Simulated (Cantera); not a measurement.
Feed: 1 mol Si2H6, 250 mol N2, equilibrated at 1123.15 K and 1.33 mbar.

Equilibrium computed with Cantera from the NASA thermochemical tables; the gas is ideal and each condensed phase is pure. Candidate condensed phases: Si, Si3N4; 18 gas species. The feed counts by its element totals alone. N2 is the only nitrogen source here; it is nearly inert below about 1500 K, so the nitride shown seldom forms there in practice. Equilibrium is a limit: real reactors are often held back by kinetics, nucleation or transport.

Base state: N2 0.988, H2 0.0119 (mole fractions); condensed: Si3N4(s).

What changes in the equilibrium state with this change: Si2H6 replaced by Si3H8?


```json
[
 {"species": "N2", "before": "0.988", "after": "0.984"},
 {"species": "H2", "before": "0.0119", "after": "0.0159"},
 {"species": "Si3N4(s), mol", "before": "0.667", "after": "1.00"}
]
```
